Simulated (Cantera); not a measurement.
An adiabatic, constant-pressure homogeneous reactor starts with CH₃OH : O₂ : N₂ = 1 : 0.625 : 2.35 (molar parts), equivalence ratio 2.4, at 1173 K and 5.00 bar. Integrator tolerance rtol = 1e-08.

Model: GRI-Mech 3.0 (53 species, 325 reactions), integrated in Cantera. GRI-Mech 3.0 was tuned for natural gas; its chemistry of methanol as a main component is partial and can be far from experiment.

What does this change do: O2 0.625 to 0.21 parts?


| quantity | before | after |
|---|---|---|
| time of steepest temperature rise | 3.27 ms | 3.22 ms |
| temperature at 0.100 s | 2196 K | 1191 K |
| equilibrium temperature | 2196 K | 1197 K |
| x(CH₃OH) at 0.100 s | 3.52e-12 (gas-phase equilibrium 3.60e-12) | 5.66e-6 (gas-phase equilibrium 1.43e-9) |
| x(O₂) at 0.100 s | 3.34e-7 (gas-phase equilibrium 3.34e-7) | <1e-12 (gas-phase equilibrium <1e-12) |
| x(CH₄) at 0.100 s | 1.33e-9 (gas-phase equilibrium 1.50e-9) | 0.00301 (gas-phase equilibrium 0.000947) |
| x(C₂H) at 0.100 s | <1e-12 (gas-phase equilibrium <1e-12) | <1e-12 (gas-phase equilibrium <1e-12) |
| x(H₂) at 0.100 s | 0.173 (gas-phase equilibrium 0.173) | 0.290 (gas-phase equilibrium 0.315) |
| x(H) at 0.100 s | 0.00103 (gas-phase equilibrium 0.00103) | 1.61e-7 (gas-phase equilibrium 4.69e-8) |

What does this change do: initial temperature 1173 to 1625 K?


```tsv
quantity	before	after
time of steepest temperature rise	3.27 ms	13.9 µs
temperature at 0.100 s	2196 K	2578 K
equilibrium temperature	2196 K	2578 K
x(CH₃OH) at 0.100 s	3.52e-12 (gas-phase equilibrium 3.60e-12)	1.52e-12 (gas-phase equilibrium 1.56e-12)
x(O₂) at 0.100 s	3.34e-7 (gas-phase equilibrium 3.34e-7)	2.15e-5 (gas-phase equilibrium 2.15e-5)
x(CH₄) at 0.100 s	1.33e-9 (gas-phase equilibrium 1.50e-9)	2.12e-10 (gas-phase equilibrium 2.40e-10)
x(C₂H) at 0.100 s	<1e-12 (gas-phase equilibrium <1e-12)	<1e-12 (gas-phase equilibrium <1e-12)
x(H₂) at 0.100 s	0.173 (gas-phase equilibrium 0.173)	0.167 (gas-phase equilibrium 0.167)
x(H) at 0.100 s	0.00103 (gas-phase equilibrium 0.00103)	0.00644 (gas-phase equilibrium 0.00644)
```
